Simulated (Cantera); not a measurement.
Feed: 1 mol C₂H₆, 17 mol H₂, equilibrated at 2325 °C and 35.0 mbar.

Method: chemical equilibrium by Gibbs-energy minimisation in Cantera with the NASA 1993 tables (ideal gas, pure condensed phases). Candidate condensed phases: C, C₆H₆, C₇H₈, C₈H₁₈; 76 gas species. Equilibrium is a limit: real reactors are often held back by kinetics, nucleation or transport.

**Question.** What is the equilibrium state?

**Answer.** 
```json
{
 "x(H₂)": "0.804",
 "x(H)": "0.183",
 "x(C₂H₂ (acetylene))": "0.0129",
 "x(C₂H)": "0.000258",
 "x(C₄H₂)": "8.64e-5",
 "x(C₃)": "6.16e-5",
 "x(C)": "1.74e-5",
 "x(C₂H₂ (vinylidene))": "1.39e-5",
 "x(CH₃)": "1.16e-5",
 "n(C(graphite))": "1.41 mol",
 "gas_amount": "22.01 mol"
}
```
